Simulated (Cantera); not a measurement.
## Hydrocarbon pyrolysis for carbon deposition

A perfectly stirred reactor is fed with 65.2 % CH4, 34.8 % N2, at 0.0720 bar; it is held at 1750 K, and followed from long to short residence time.

Cantera simulation using GRI-Mech 3.0 (53 species, 325 reactions); the numbers are that mechanism's predictions, not measurements. GRI-Mech 3.0 stops at C3 and has no aromatics, soot or wall deposition, so with more carbon than oxygen in the feed, carbon stays in small species such as C2H2 where larger ones or solid carbon would form.

```csv
τ (s),x CH4,x C2H6,x C2H2,x H2,x H,x HCN,x C2H
1.3,0.0350,7.80e-6,0.186,0.559,0.000535,3.33e-6,1.25e-6
0.62,0.0530,1.64e-5,0.180,0.542,0.000489,1.86e-6,1.14e-6
0.29,0.0810,3.48e-5,0.171,0.516,0.000436,1.01e-6,1.02e-6
0.13,0.125,7.43e-5,0.157,0.476,0.000376,5.21e-7,8.74e-7
0.063,0.179,0.000141,0.139,0.425,0.000320,2.77e-7,7.35e-7
0.030,0.251,0.000257,0.114,0.358,0.000260,1.37e-7,5.83e-7
0.014,0.340,0.000437,0.0828,0.274,0.000195,5.99e-8,4.14e-7
0.0065,0.442,0.000646,0.0475,0.179,0.000127,2.10e-8,2.36e-7
0.0030,0.545,0.000718,0.0165,0.0856,6.10e-5,4.46e-9,8.26e-8
```
x: mole fraction; the columns are a selection and need not sum to one.
